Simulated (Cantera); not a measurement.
# Premixed flame

A freely propagating, adiabatic, planar premixed flame of 19.3 % CO, 10.6 % H₂, 1.89 % CH₄, 13.4 % O₂, 54.8 % N₂, unburnt at 498 K and 22000 Pa; mixture-averaged transport, grid criteria slope 0.08 and curve 0.16, no radiation.

Computed with Cantera and GRI-Mech 3.0 (53 species, 325 reactions). Burning velocities carry a grid error of a few per cent, more on coarse grids.

```json
[
 {"z (mm)": "-6.10", "T (K)": "498", "u (m/s)": "2.76", "x CO": "0.193", "x H₂": "0.106", "x CH₄": "0.0189", "x HCN": "<1e-8", "x N₂O": "<1e-8", "x NO": "<1e-8"},
 {"z (mm)": "-4.07", "T (K)": "498", "u (m/s)": "2.76", "x CO": "0.193", "x H₂": "0.106", "x CH₄": "0.0189", "x HCN": "<1e-8", "x N₂O": "<1e-8", "x NO": "<1e-8"},
 {"z (mm)": "-3.05", "T (K)": "498", "u (m/s)": "2.76", "x CO": "0.193", "x H₂": "0.106", "x CH₄": "0.0189", "x HCN": "<1e-8", "x N₂O": "<1e-8", "x NO": "<1e-8"},
 {"z (mm)": "-2.03", "T (K)": "498", "u (m/s)": "2.76", "x CO": "0.193", "x H₂": "0.106", "x CH₄": "0.0189", "x HCN": "<1e-8", "x N₂O": "<1e-8", "x NO": "<1e-8"},
 {"z (mm)": "-1.02", "T (K)": "566", "u (m/s)": "3.12", "x CO": "0.192", "x H₂": "0.0995", "x CH₄": "0.0189", "x HCN": "<1e-8", "x N₂O": "<1e-8", "x NO": "<1e-8"},
 {"z (mm)": "-0.509", "T (K)": "781", "u (m/s)": "4.28", "x CO": "0.189", "x H₂": "0.0847", "x CH₄": "0.0175", "x HCN": "<1e-8", "x N₂O": "<1e-8", "x NO": "1.77e-8"},
 {"z (mm)": "0", "T (K)": "1194", "u (m/s)": "6.54", "x CO": "0.183", "x H₂": "0.0561", "x CH₄": "0.00555", "x HCN": "1.88e-8", "x N₂O": "<1e-8", "x NO": "3.19e-7"},
 {"z (mm)": "0.509", "T (K)": "1411", "u (m/s)": "7.70", "x CO": "0.162", "x H₂": "0.0294", "x CH₄": "0.000138", "x HCN": "2.26e-8", "x N₂O": "1.08e-8", "x NO": "1.54e-6"},
 {"z (mm)": "1.02", "T (K)": "1497", "u (m/s)": "8.10", "x CO": "0.139", "x H₂": "0.0234", "x CH₄": "1.16e-6", "x HCN": "<1e-8", "x N₂O": "1.29e-8", "x NO": "3.36e-6"},
 {"z (mm)": "2.03", "T (K)": "1596", "u (m/s)": "8.53", "x CO": "0.117", "x H₂": "0.0254", "x CH₄": "<1e-8", "x HCN": "<1e-8", "x N₂O": "1.14e-8", "x NO": "7.11e-6"},
 {"z (mm)": "4.07", "T (K)": "1697", "u (m/s)": "8.99", "x CO": "0.110", "x H₂": "0.0271", "x CH₄": "<1e-8", "x HCN": "<1e-8", "x N₂O": "1.08e-8", "x NO": "1.34e-5"},
 {"z (mm)": "8.14", "T (K)": "1809", "u (m/s)": "9.50", "x CO": "0.112", "x H₂": "0.0267", "x CH₄": "<1e-8", "x HCN": "<1e-8", "x N₂O": "1.13e-8", "x NO": "2.22e-5"},
 {"z (mm)": "16.3", "T (K)": "1934", "u (m/s)": "10.1", "x CO": "0.113", "x H₂": "0.0254", "x CH₄": "<1e-8", "x HCN": "<1e-8", "x N₂O": "1.18e-8", "x NO": "3.43e-5"}
]
```
x: mole fraction of selected species; z is measured from the peak of heat release.

```json
{
  "laminar_burning_velocity": "276 cm/s",
  "thermal_thickness": "2.03 mm",
  "peak x(HCN)": "2.87e-8",
  "grid_points": "171"
}
```
